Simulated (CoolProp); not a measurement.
A Linde-Hampson liquefier for nitrogen: isothermal reversible compression at 230 K from 1 atm to 25 MPa, throttling to 1 atm, return gas leaving the recuperator 0 K below the feed. Each further row changes one setting.

Values from CoolProp's reference Helmholtz-energy equation of state, Span 2000.

```json
[
 {"case": "as stated", "liquid yield per pass": "0.177", "compression work (kJ/kg of gas)": "366"},
 {"case": "high pressure 50 MPa", "liquid yield per pass": "0.183", "compression work (kJ/kg of gas)": "423"},
 {"case": "warm-end temperature 260 K", "liquid yield per pass": "0.127", "compression work (kJ/kg of gas)": "421"},
 {"case": "warm-end gap 5 K", "liquid yield per pass": "0.165", "compression work (kJ/kg of gas)": "366"}
]
```
